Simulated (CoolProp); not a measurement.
The numbers come from the reference Helmholtz-energy equation of state, Bücker 2006 in CoolProp.

Problem. Give the vapour pressure (kPa), vapour density (kg/m³), enthalpy of vaporisation (kJ/kg), vapour viscosity (µPa s) of saturated n-butane at 53.85 °C.

Solution. 
```csv
T (°C),p (kPa),vapour density (kg/m³),enthalpy of vaporisation (kJ/kg),vapour viscosity (µPa s)
53.85,547,13.5,329,8.18
```

Viscosity comes from a separate model (Vogel 1999).
